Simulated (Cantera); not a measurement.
An adiabatic, constant-volume homogeneous reactor starts with CH₄ : CO : O₂ : N₂ : H₂O = 1 : 0.15 : 2.73 : 10.3 : 1.3 (molar parts), equivalence ratio 0.76, at 1573 K and 14300 Torr. Integrator tolerance rtol = 1e-08.

Detailed kinetics in Cantera: GRI-Mech 3.0 (53 species, 325 reactions). The pressure lies above the range GRI-Mech 3.0 was tuned for (to about 10 atm).

| quantity | before | after |
|---|---|---|
| time of steepest temperature rise | 54.4 µs | 95.2 µs |
| temperature at 4.00 s | 2915 K | 2572 K |
| equilibrium temperature | 2915 K | 2572 K |
| x(CH₄) at 4.00 s | <1e-12 (gas-phase equilibrium <1e-12) | <1e-12 (gas-phase equilibrium <1e-12) |
| x(CO) at 4.00 s | 0.0127 (gas-phase equilibrium 0.0127) | 0.00276 (gas-phase equilibrium 0.00276) |
| x(O₂) at 4.00 s | 0.0376 (gas-phase equilibrium 0.0376) | 0.0223 (gas-phase equilibrium 0.0223) |
| x(N₂O) at 4.00 s | 5.06e-6 (gas-phase equilibrium 5.06e-6) | 2.64e-6 (gas-phase equilibrium 2.64e-6) |
| x(NO₂) at 4.00 s | 2.57e-5 (gas-phase equilibrium 2.57e-5) | 1.27e-5 (gas-phase equilibrium 1.27e-5) |

Task: Name the change that produced these shifts.
A. N2 10.3 to 20 parts
B. initial temperature 1573 to 1048 K
C. pressure from 14300 Torr to 3750 Torr
D. initial temperature 1573 to 950 K

Result: A, N2 10.3 to 20 parts
